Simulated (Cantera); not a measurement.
A Cantera script and its output.

```python
import numpy as np
import cantera as ct

gas = ct.Solution("SiF4_NH3_mec.yaml", "gas")
gas.TPX = 1873, 4500, {'NH3': 1, 'N2': 3.9}
inlet = ct.Reservoir(gas, clone=True)

reactor = ct.IdealGasConstPressureReactor(gas, energy="off", clone=False)
exhaust = ct.Reservoir(gas, clone=True)
tau = [9.7, 3.7, 1.4, 0.55, 0.21, 0.081, 0.031, 0.012, 0.0046, 0.0018][0]
for a, b in ((inlet, reactor), (reactor, exhaust)):
    ct.MassFlowController(a, b, mdot=lambda t: reactor.mass / tau)
net = ct.ReactorNet([reactor])
show = ['NH3', 'N2', 'N2H2', 'NH2', 'N2H4', 'NH', 'H']

rows = []
print(f"{'tau/s':>10s}{'T/K':>9s}" + "".join(f"{s:>11s}" for s in show))
for tau in [9.7, 3.7, 1.4, 0.55, 0.21, 0.081, 0.031, 0.012, 0.0046, 0.0018]:
    net.initial_time = 0.0
    net.advance(30 * tau)
    before = gas.X
    net.advance(40 * tau)
    drift = np.max(np.abs(gas.X - before) / (gas.X + 1e-9))
    rows.append([gas.T, *gas[show].X, drift])
    print(f"{tau:10.3e}{gas.T:9.1f}" + "".join(f"{x:11.3e}" for x in gas[show].X))
```

Result:

```
     tau/s      T/K        NH3         N2       N2H2        NH2       N2H4         NH          H
 9.700e+00   1873.0  3.586e-02  7.545e-01  1.387e-07  9.366e-05  5.514e-10  3.536e-06  1.980e-04
 3.700e+00   1873.0  6.803e-02  7.624e-01  3.136e-07  1.500e-04  1.415e-09  4.614e-06  1.354e-04
 1.400e+00   1873.0  1.114e-01  7.731e-01  5.993e-07  2.186e-04  3.005e-09  5.550e-06  8.222e-05
 5.500e-01   1873.0  1.515e-01  7.829e-01  9.093e-07  2.836e-04  5.060e-09  5.934e-06  4.473e-05
 2.100e-01   1873.0  1.797e-01  7.899e-01  1.145e-06  3.422e-04  7.365e-09  5.527e-06  2.135e-05
 8.100e-02   1873.0  1.942e-01  7.934e-01  1.213e-06  3.853e-04  9.336e-09  4.450e-06  9.307e-06
 3.100e-02   1873.0  2.005e-01  7.950e-01  1.067e-06  3.912e-04  9.624e-09  3.214e-06  3.532e-06
 1.200e-02   1873.0  2.030e-01  7.956e-01  6.740e-07  3.272e-04  6.734e-09  2.065e-06  1.110e-06
 4.600e-03   1873.0  2.038e-01  7.958e-01  2.022e-07  1.873e-04  2.207e-09  8.990e-07  3.051e-07
 1.800e-03   1873.0  2.040e-01  7.959e-01  3.129e-08  7.870e-05  3.890e-10  2.314e-07  1.583e-07
```

Cantera simulation using the gas-phase N/H chemistry of the illustrative SiF4/NH3 mechanism in the Surface Chemkin manual (1991); the numbers are that mechanism's predictions, not measurements. Walls and surfaces, which speed up NH3 decomposition in real reactors, are not modelled.
